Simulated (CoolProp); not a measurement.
Properties of R1132(E) at several states.

Values from CoolProp's reference Helmholtz-energy equation of state, Akasaka 2024.

| T (°C) | p (MPa) | phase | density (kg/m³) | isothermal compressibility (1/MPa) | expansivity (1/kK) | fugacity coefficient |
|---|---|---|---|---|---|---|
| 125.35 | 0.0372 | gas | 0.7201 | 26.92 | 2.524 | 0.9984 |
| 13.65 | 6.5 | liquid | 983.0 | 0.004290 | 3.127 | 0.1830 |
| 61.45 | 0.0148 | gas | 0.3410 | 67.65 | 3.000 | 0.9989 |
| 104.15 | 3.66 | gas | 95.00 | 0.3595 | 5.890 | 0.8193 |
| 104.35 | 0.0685 | gas | 1.402 | 14.65 | 2.682 | 0.9965 |
